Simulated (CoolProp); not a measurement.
Vapour-liquid equilibrium of methane (1) + ethane (2) at -102.85 °C; x and y are mole fractions of (1).

Model: multi-fluid Helmholtz-energy mixture model, Setzmann 1991 and Bücker 2006; pair parameters Kunz 2012, in CoolProp.

Q: Give the bubble pressure and the first vapour's composition at x = 0.15, 0.25, 0.75. Is there an azeotrope?

A: x = 0.15: 0.4108 MPa, y = 0.896; x = 0.25: 0.6396 MPa, y = 0.935; x = 0.75: 1.693 MPa, y = 0.984. No azeotrope shows between x = 0.05 and 0.95.

Pair parameters are fitted to limited data, so mixtures are less certain than the pure fluids. The gap from Raoult's law changes sign with composition, which may be real or a fault of the pair parameters; it wasn't checked against measurements.
